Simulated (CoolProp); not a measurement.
R1224YDZ along the isotherm 473.1 K: Z from the reference equation and from simpler models built on Tc = 428.7 K, pc = 33.34 bar, ω = 0.325; each cubic takes its own stable root.

Computed with CoolProp (reference Helmholtz-energy equation of state, Akasaka 2023).

| p (bar) | phase | reference |
|---|---|---|
| 5 | gas | 0.9626 |
| 10 | gas | 0.9237 |
| 15 | gas | 0.8832 |
| 20 | gas | 0.8410 |
| 25 | gas | 0.7970 |
| 30 | gas | 0.7509 |
| 35 | supercritical | 0.7028 |
| 40 | supercritical | 0.6521 |
| 45 | supercritical | 0.5983 |
| 50 | supercritical | 0.5402 |

Task: How far does each simpler model (van der Waals, Peng-Robinson) lie from the reference over these 10 states: mean and median of the absolute difference, and the worst?

Result: 
- van der Waals: mean 4.5 %, median 1.2 %, worst -16.1 % at 473.1 K and 50 bar
- Peng-Robinson: mean 1.8 %, median 1.9 %, worst -3.1 % at 473.1 K and 40 bar
